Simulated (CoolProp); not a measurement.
Computed with CoolProp (reference Helmholtz-energy equation of state, Lemmon 2006). It is a short technical equation, of lower accuracy than the large ones.

**Question.** Give the vapour pressure (MPa), liquid viscosity (µPa s), vapour viscosity (µPa s) of saturated n-nonane at 23.35 °C.

**Answer.** 
| T (°C) | p (MPa) | liquid viscosity (µPa s) | vapour viscosity (µPa s) |
|---|---|---|---|
| 23.35 | 0.000523 | 667 | 5.41 |

Viscosity comes from a separate model (Huber 2004).
